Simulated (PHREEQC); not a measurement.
Dissolve 0.00057 mol/kgw NaOH and 0.051 mol/kgw FeSO4 at 25 °C. Closed to the air; pH follows from the charge balance.

Equilibrium calculation in PHREEQC: ion-association model, phreeqc.dat.

```json
{
  "pH": "8.09",
  "ionic_strength": "0.121 mol/kgw",
  "specific_conductance": "5480 µS/cm",
  "density": "1.005 g/cm³",
  "total_alkalinity": "0.570 meq/kg"
}
```

```tsv
species	molality	activity	log γ
SO4-2	0.0303	0.0106	-0.456
Fe+2	0.0297	0.0113	-0.421
FeSO4	0.0207	0.0213	0.012
FeOH+	0.000567	0.000438	-0.113
Na+	0.000541	0.000419	-0.111
NaSO4-	2.87e-5	2.23e-5	-0.110
OH-	1.66e-6	1.24e-6	-0.127
Fe(OH)2	4.44e-7	4.57e-7	0.012
HSO4-	1.09e-8	8.39e-9	-0.113
```

No solid was allowed to form.
